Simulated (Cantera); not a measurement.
Input: 1 mol Si, 4.7 mol F2, 23 mol N2, equilibrated at 598 K and 0.00110 bar.

Equilibrium computed with Cantera from the NASA thermochemical tables; the gas is ideal and each condensed phase is pure. Candidate condensed phases: Si, Si3N4; 16 gas species. Rates play no part.

Base state: N2 0.881, NF3 0.0559, SiF4 0.0395, F2 0.0226, F 0.000603 (mole fractions); condensed: gas only.

**Question.** What changes in the equilibrium state with this change: F2 from 4.7 to 2.6 mol?

**Answer.** 
| species | before | after |
|---|---|---|
| N2 | 0.881 | 0.940 |
| SiF4 | 0.0395 | 0.0411 |
| NF3 | 0.0559 | 0.0113 |
| F2 | 0.0226 | 0.00759 |
| F | 0.000603 | 0.000350 |

**Question.** What changes in the equilibrium state with this change: F2 from 4.7 to 0.92 mol?

**Answer.** 
```json
[
 {"species": "N2", "before": "0.881", "after": "0.980"},
 {"species": "SiF4", "before": "0.0395", "after": "0.0199"},
 {"species": "NF3", "before": "0.0559", "after": "<1e-9"},
 {"species": "F2", "before": "0.0226", "after": "<1e-9"},
 {"species": "F", "before": "0.000603", "after": "<1e-9"},
 {"species": "Si3N4(s), mol", "before": "0", "after": "0.180"}
]
```
N2 is the only nitrogen source here; it is nearly inert below about 1500 K, so the nitride shown seldom forms there in practice.
